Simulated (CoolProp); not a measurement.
R113 along the isotherm 448.7 K: Z from the reference equation and from simpler models built on Tc = 487.2 K, pc = 3392 kPa, ω = 0.253; each cubic takes its own stable root.

Computed with CoolProp (reference Helmholtz-energy equation of state, Marx 1992).

```json
[
 {"p (kPa)": "26.8", "phase": "gas", "reference": "0.9965", "van der Waals": "0.9971", "Redlich-Kwong": "0.9966", "Soave-Redlich-Kwong": "0.9965", "Peng-Robinson": "0.9961"},
 {"p (kPa)": "45.3", "phase": "gas", "reference": "0.9941", "van der Waals": "0.9952", "Redlich-Kwong": "0.9942", "Soave-Redlich-Kwong": "0.9940", "Peng-Robinson": "0.9935"},
 {"p (kPa)": "76.4", "phase": "gas", "reference": "0.9900", "van der Waals": "0.9918", "Redlich-Kwong": "0.9902", "Soave-Redlich-Kwong": "0.9899", "Peng-Robinson": "0.9889"},
 {"p (kPa)": "129", "phase": "gas", "reference": "0.9830", "van der Waals": "0.9861", "Redlich-Kwong": "0.9834", "Soave-Redlich-Kwong": "0.9828", "Peng-Robinson": "0.9813"},
 {"p (kPa)": "218", "phase": "gas", "reference": "0.9711", "van der Waals": "0.9763", "Redlich-Kwong": "0.9717", "Soave-Redlich-Kwong": "0.9708", "Peng-Robinson": "0.9681"},
 {"p (kPa)": "367", "phase": "gas", "reference": "0.9505", "van der Waals": "0.9595", "Redlich-Kwong": "0.9517", "Soave-Redlich-Kwong": "0.9500", "Peng-Robinson": "0.9455"},
 {"p (kPa)": "620", "phase": "gas", "reference": "0.9137", "van der Waals": "0.9296", "Redlich-Kwong": "0.9163", "Soave-Redlich-Kwong": "0.9131", "Peng-Robinson": "0.9057"},
 {"p (kPa)": "1050", "phase": "gas", "reference": "0.8443", "van der Waals": "0.8744", "Redlich-Kwong": "0.8507", "Soave-Redlich-Kwong": "0.8444", "Peng-Robinson": "0.8320"},
 {"p (kPa)": "1760", "phase": "gas", "reference": "0.6946", "van der Waals": "0.7636", "Redlich-Kwong": "0.7174", "Soave-Redlich-Kwong": "0.7015", "Peng-Robinson": "0.6814"},
 {"p (kPa)": "2980", "phase": "liquid", "reference": "0.1338", "van der Waals": "0.2145", "Redlich-Kwong": "0.1610", "Soave-Redlich-Kwong": "0.1540", "Peng-Robinson": "0.1365"},
 {"p (kPa)": "5030", "phase": "liquid", "reference": "0.2183", "van der Waals": "0.3297", "Redlich-Kwong": "0.2518", "Soave-Redlich-Kwong": "0.2444", "Peng-Robinson": "0.2172"},
 {"p (kPa)": "8480", "phase": "liquid", "reference": "0.3540", "van der Waals": "0.5152", "Redlich-Kwong": "0.3940", "Soave-Redlich-Kwong": "0.3861", "Peng-Robinson": "0.3440"}
]
```
